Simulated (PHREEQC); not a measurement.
Ca(OH)2 is added in steps, without added water, to 1 kg of water holding 20 mmol/kgw NaH2PO4 and 15 mmol/kgw HF, at 25 °C. Oxygen is held at 0.21 atm. No CO2 enters from the air. Only these solids could form: Fluorite, Portlandite, Hydroxyapatite, Fluorapatite.

Base run: PHREEQC, ion-association model, wateq4f.dat. Each further column changes one thing. The table gives Ca in solution (mol/kgw).

| Ca(OH)2 added (mol) | base | Debye-Hückel limiting law | database phreeqc.dat | metal-ligand complexes left out | all activity coefficients set to 1 |
|---|---|---|---|---|---|
| 0 | 0 | 0 | 0 | 0 | 0 |
| 0.002812 | 5.45e-6 | 6.33e-6 | 5.27e-6 | 4.23e-6 | 2.95e-6 |
| 0.004687 | 1.00e-5 | 1.16e-5 | 9.84e-6 | 7.75e-6 | 5.43e-6 |
| 0.0075 | 0.000273 | ? | 0.000273 | 0.000248 | 0.000219 |
| 0.01031 | 7.13e-5 | 8.65e-5 | 0.000469 | 4.81e-5 | 3.51e-5 |
| 0.01219 | 3.52e-5 | 4.28e-5 | 0.000282 | 2.18e-5 | 1.82e-5 |
| 0.015 | 1.74e-5 | 2.10e-5 | 0.000149 | 9.72e-6 | 9.73e-6 |
| 0.01781 | 9.94e-6 | ? | 8.50e-5 | ? | 5.96e-6 |
| 0.01969 | 6.87e-6 | 8.18e-6 | 5.79e-5 | 3.38e-6 | 4.30e-6 |
| 0.0225 | 3.44e-6 | 4.01e-6 | 2.85e-5 | 1.61e-6 | 2.34e-6 |
| 0.02531 | 1.67e-6 | 1.60e-6 | 7.98e-6 | ? | 1.95e-6 |
| 0.02719 | 3.13e-6 | 2.99e-6 | 3.33e-6 | 1.06e-8 | 3.72e-6 |
| 0.03 | 3.32e-6 | 3.17e-6 | 3.01e-6 | 1.02e-8 | 3.98e-6 |

Question: Complete the blanks.

Answer: 
- 0.0075, Debye-Hückel limiting law: 0.000288
- 0.01781, Debye-Hückel limiting law: 1.19e-5
- 0.01781, metal-ligand complexes left out: 5.11e-6
- 0.02531, metal-ligand complexes left out: 2.74e-8

H3PO4, which wateq4f.dat lacks, is added to it with the constant of phreeqc.dat.  phreeqc.dat and wateq4f.dat share most of their constants, so their agreement is no independent check. Solids allowed in the column 'database phreeqc.dat': Hydroxyapatite, Fluorite.
